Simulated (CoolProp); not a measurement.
A closed Brayton cycle with carbon dioxide: compressor inlet 327.15 K and 8.2 MPa, high pressure 26.6 MPa, turbine inlet 975 K, compressor efficiency 0.85, turbine efficiency 0.9, recuperator effectiveness 0.8 (on enthalpy, no pinch check). Each further row changes one setting.

Values from CoolProp's reference Helmholtz-energy equation of state, Span 1996.

```csv
case,thermal efficiency (%),net work (kJ/kg),compressor to turbine work,compressor exit (K),turbine exit (K)
as stated,33.3,118,0.36,428.6,819.9
turbine inlet 925 K,32.3,___,0.38,428.6,775.1
compressor inlet 337.15 K,32.4,___,___,445.3,819.9
high pressure 22.6 MPa,___,105,0.34,414.1,___
recuperator effectiveness 0.5,24.1,118,0.36,428.6,819.9
```

Question: What belongs in the gaps?

Answer: 
- turbine inlet 925 K, net work (kJ/kg): 108
- compressor inlet 337.15 K, net work (kJ/kg): 111
- compressor inlet 337.15 K, compressor to turbine work: 0.40
- high pressure 22.6 MPa, thermal efficiency (%): 31.7
- high pressure 22.6 MPa, turbine exit (K): 840.5
